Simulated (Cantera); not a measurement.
Cantera run, input and output.

```python
import numpy as np
import cantera as ct

gas = ct.Solution("gri30.yaml")
gas.TPX = 1998, 100000, {'NO': 1, 'N2': 13}
reactor = ct.IdealGasConstPressureReactor(gas, energy="off", clone=False)
net = ct.ReactorNet([reactor])
net.rtol, net.atol = 1e-08, 1e-18
show = ['NO', 'N2O', 'N2', 'O2', 'O']
times = np.geomspace(1e-06, 200, 12)

steps = ct.SolutionArray(gas, extra=["t"])
rows = []
print(f"{'t/s':>10s}{'T/K':>9s}{'P/Pa':>11s}" + "".join(f"{s:>11s}" for s in show))
for t in times:
    while net.time < t:
        t_next = net.step()
        steps.append(gas.state, t=t_next)
    rows.append([np.interp(t, steps.t, y) for y in (steps.T, steps.P, *steps(*show).X.T)])
    print(f"{t:10.3e}{rows[-1][0]:9.1f}{rows[-1][1]:11.4g}" + "".join(f"{x:11.3e}" for x in rows[-1][2:]))
rate = np.gradient(steps.T, steps.t)
print("integrator steps:", len(steps.t))
if steps.T.max() > steps.T[0] + 200:
    print(f"time of steepest temperature rise: {steps.t[rate.argmax()]:.4e} s")
gas.TPX = 1998, 100000, {'NO': 1, 'N2': 13}
gas.equilibrate("TP")
print(f"equilibrium (TP): T = {gas.T:.1f} K  " + "  ".join(f"{s} {gas[s].X[0]:.3e}" for s in show))
```

Output:

```
       t/s      T/K       P/Pa         NO        N2O         N2         O2          O
 1.000e-06   1998.0      1e+05  7.143e-02  5.834e-09  9.286e-01  3.135e-13  5.830e-09
 5.684e-06   1998.0      1e+05  7.143e-02  3.298e-08  9.286e-01  1.006e-11  3.286e-08
 3.231e-05   1998.0      1e+05  7.143e-02  1.817e-07  9.286e-01  3.170e-10  1.803e-07
 1.836e-04   1998.0      1e+05  7.143e-02  8.715e-07  9.286e-01  1.020e-08  1.005e-06
 1.044e-03   1998.0      1e+05  7.141e-02  2.276e-06  9.286e-01  5.145e-07  6.998e-06
 5.932e-03   1998.0      1e+05  7.133e-02  2.494e-06  9.286e-01  2.676e-05  2.356e-05
 3.372e-02   1998.0      1e+05  7.086e-02  2.464e-06  9.288e-01  2.599e-04  2.644e-05
 1.916e-01   1998.0      1e+05  6.809e-02  2.285e-06  9.302e-01  1.635e-03  3.588e-05
 1.089e+00   1998.0      1e+05  5.225e-02  1.405e-06  9.381e-01  9.533e-03  6.812e-05
 6.191e+00   1998.0      1e+05  1.095e-02  2.497e-07  9.588e-01  3.017e-02  1.155e-04
 3.519e+01   1998.0      1e+05  3.399e-03  2.112e-07  9.625e-01  3.395e-02  1.221e-04
 2.000e+02   1998.0      1e+05  3.398e-03  2.112e-07  9.625e-01  3.395e-02  1.221e-04
integrator steps: 1005
equilibrium (TP): T = 1998.0 K  NO 3.398e-03  N2O 2.112e-07  N2 9.625e-01  O2 3.395e-02  O 1.221e-04
```

Model: GRI-Mech 3.0 (53 species, 325 reactions), integrated in Cantera.
